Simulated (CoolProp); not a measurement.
Vapour-liquid equilibrium of CH2F2 (R32) (1) + R227EA (2) at 13.85 °C; x and y are mole fractions of (1).

The numbers come from the multi-fluid Helmholtz-energy mixture model, Tillner-Roth 1997 and Lemmon 2016; pair parameters Bell 2016 in CoolProp.

```csv
x,bubble pressure (bar),y at the bubble point,dew pressure at overall composition x (bar),liquid density (mol/L)
0.05,3.681,___,___,8.689
0.2,5.241,0.476,3.819,9.553
0.35,6.777,0.650,4.483,10.58
0.5,8.199,0.760,___,___
0.65,9.505,0.840,6.776,13.40
0.8,10.74,0.909,8.822,___
0.95,11.97,0.976,___,18.18
```

Task: Fill in the missing entries.

Result: 
- 0.05, y at the bubble point: 0.162
- 0.05, dew pressure at overall composition x (bar): 3.323
- 0.5, dew pressure at overall composition x (bar): 5.412
- 0.5, liquid density (mol/L): 11.83
- 0.8, liquid density (mol/L): 15.44
- 0.95, dew pressure at overall composition x (bar): 11.50

No azeotrope shows between x = 0.05 and 0.95.

Pair parameters are fitted to limited data, so mixtures are less certain than the pure fluids.
